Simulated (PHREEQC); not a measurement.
Solution (25 °C): 1.5 mmol/kgw AgNO3, 11 mmol/kgw NaCl and 0.0765 mmol/kgw Cu(NO3)2. Closed to the air; pH follows from the charge balance.

The numbers come from PHREEQC with the ion-association model, wateq4f.dat.

| Item | Result |
|---|---|
| pH | 5.85 |
| ionic strength | 0.0113 mol/kgw |

```json
[
 {"species": "Na+", "molality": "0.0110", "activity": "0.00988", "log γ": "-0.047"},
 {"species": "Cl-", "molality": "0.00887", "activity": "0.00794", "log γ": "-0.048"},
 {"species": "NO3-", "molality": "0.00165", "activity": "0.00148", "log γ": "-0.049"},
 {"species": "AgCl", "molality": "0.000760", "activity": "0.000762", "log γ": "0.001"},
 {"species": "AgCl2-", "molality": "0.000674", "activity": "0.000605", "log γ": "-0.047"},
 {"species": "Cu+2", "molality": "7.43e-5", "activity": "4.92e-5", "log γ": "-0.179"},
 {"species": "Ag+", "molality": "5.75e-5", "activity": "5.16e-5", "log γ": "-0.047"},
 {"species": "AgCl3-2", "molality": "7.77e-6", "activity": "5.03e-6", "log γ": "-0.189"},
 {"species": "H+", "molality": "1.57e-6", "activity": "1.42e-6", "log γ": "-0.041"},
 {"species": "CuCl+", "molality": "1.17e-6", "activity": "1.05e-6", "log γ": "-0.048"},
 {"species": "Cu(OH)2", "molality": "5.05e-7", "activity": "5.07e-7", "log γ": "0.001"},
 {"species": "CuOH+", "molality": "3.85e-7", "activity": "3.45e-7", "log γ": "-0.048"},
 {"species": "AgCl4-3", "molality": "1.76e-7", "activity": "6.62e-8", "log γ": "-0.425"},
 {"species": "Cu2(OH)2+2", "molality": "8.06e-8", "activity": "5.22e-8", "log γ": "-0.189"},
 {"species": "AgNO3", "molality": "3.90e-8", "activity": "3.91e-8", "log γ": "0.001"}
]
```

Precipitation was switched off in this run. Examples of supersaturated solids here: Cerargyrite. Others may be too.
